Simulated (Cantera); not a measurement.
Cantera run, input and output.

```python
import numpy as np
import cantera as ct

gas = ct.Solution("gri30.yaml", transport_model="multicomponent")
show = ['C2H2', 'CH3', 'OH']

rows = []
print(f"{'T/K':>7s}{'rho':>11s}{'cp':>10s}{'mu':>11s}{'lambda':>11s}{'Pr':>7s}" + "".join(f"{'D_' + s:>11s}" for s in show))
for T in [400, 600, 800, 1000, 1200, 1400, 1600, 1800, 2000]:
    gas.TPX = T, 64, {'NO': 0.64, 'CO2': 0.5}
    Pr = gas.cp_mass * gas.viscosity / gas.thermal_conductivity
    D = [gas.mix_diff_coeffs_mole[gas.species_index(s)] for s in show]
    rows.append([gas.density, gas.cp_mass, gas.viscosity, gas.thermal_conductivity, Pr, *D])
    print(f"{T:7g}{gas.density:11.4e}{gas.cp_mass:10.1f}{gas.viscosity:11.4e}"
          f"{gas.thermal_conductivity:11.4e}{Pr:7.3f}" + "".join(f"{d:11.4e}" for d in D))
print("SI units: kg/m3, J/kg/K, Pa s, W/m/K, m2/s")
```

Output:

```
    T/K        rho        cp         mu     lambda     Pr     D_C2H2      D_CH3       D_OH
    400 6.9561e-04     966.2 2.1432e-05 2.9121e-02  0.711 3.8580e-02 5.2765e-02 7.3975e-02
    600 4.6374e-04    1059.7 2.9307e-05 4.3258e-02  0.718 7.9668e-02 1.0765e-01 1.4868e-01
    800 3.4781e-04    1133.0 3.6061e-05 5.6699e-02  0.721 1.3133e-01 1.7637e-01 2.4189e-01
   1000 2.7824e-04    1187.0 4.2102e-05 6.9234e-02  0.722 1.9236e-01 2.5742e-01 3.5169e-01
   1200 2.3187e-04    1223.4 4.7642e-05 8.0698e-02  0.722 2.6194e-01 3.4979e-01 4.7680e-01
   1400 1.9875e-04    1251.7 5.2808e-05 9.1503e-02  0.722 3.3950e-01 4.5274e-01 6.1626e-01
   1600 1.7390e-04    1273.4 5.7681e-05 1.0170e-01  0.722 4.2460e-01 5.6571e-01 7.6933e-01
   1800 1.5458e-04    1290.0 6.2318e-05 1.1135e-01  0.722 5.1690e-01 6.8824e-01 9.3540e-01
   2000 1.3912e-04    1302.8 6.6761e-05 1.2053e-01  0.722 6.1611e-01 8.1997e-01 1.1139e+00
SI units: kg/m3, J/kg/K, Pa s, W/m/K, m2/s
```

Computed with Cantera and GRI-Mech 3.0 (53 species, 325 reactions). The composition is frozen, though it would react at the higher temperatures.
